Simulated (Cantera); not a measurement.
Ignition delay

Mixture: CH₄ : CO : O₂ : N₂ = 2.2 : 1.4 : 3.51 : 13.2 (molar parts), at 5.00 bar, adiabatic and at constant volume. Ignition delay is the time to a rise of 400 K.

Detailed kinetics in Cantera: GRI-Mech 3.0 (53 species, 325 reactions).

```
T0 (K)  delay (ms)
------  ----------
1275          6.59
1350          2.47
1425         0.992
1500         0.426
1575         0.196
1650        0.0964
1725        0.0510
1800        0.0289
```

| Property | Result |
|---|---|
| apparent activation energy between 1650 and 1800 K | 200 kJ/mol |
